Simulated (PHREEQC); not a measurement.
Make-up at 25 °C: 0.047 mol/kgw Cu(NO3)2, 0.0072 mol/kgw HCl and 0.013 mol/kgw FeCl3. Closed to the air; pH follows from the charge balance.

The numbers come from PHREEQC with the ion-association model, phreeqc.dat.

**Question.** The ionic strength comes out as 0.211 mol/kgw. What activity coefficients do Fe+3, FeOH+2, CuCl+, FeCl2+, H+ get?

**Answer.** Fe+3 0.13, FeOH+2 0.29, CuCl+ 0.71, FeCl2+ 0.73, H+ 0.80.

Precipitation was switched off in this run. Saturation is exceeded, for instance for Hematite (slow to form), Goethite (slow to form); the values hold only as long as no solid forms. Complexes and solids missing from the database can't appear.
